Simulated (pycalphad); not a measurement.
**Effect of V content in Si-V**

All values are pycalphad results on the COST 507 light-alloy database (1999) (1 atm), not direct measurements. The database dates from 1999; later assessments differ in places, in temperatures and in the compounds included. Amounts are mole fractions of atoms. Diffusion is slow at the low end, where real alloys seldom reach equilibrium.

```tsv
alloy	liquidus (°C)	first solid	solidus (°C)	phases at 447 °C
Si-0.62V (at.%)	1411	diamond (Si)	1402	diamond (Si) 0.98, SI2V 0.02
Si-1.24V (at.%)	1408	diamond (Si)	1402	diamond (Si) 0.96, SI2V 0.04
Si-1.87V (at.%)	1406	diamond (Si)	1402	diamond (Si) 0.94, SI2V 0.06
Si-2.49V (at.%)	1404	diamond (Si)	1402	diamond (Si) 0.93, SI2V 0.07
Si-3.73V (at.%)	1426	SI2V	1402	diamond (Si) 0.89, SI2V 0.11
Si-7.47V (at.%)	1500	SI2V	1402	diamond (Si) 0.78, SI2V 0.22
```

Database names, with the compositions (at.%) that they take in these runs: SI2V: Si 67 V 33.
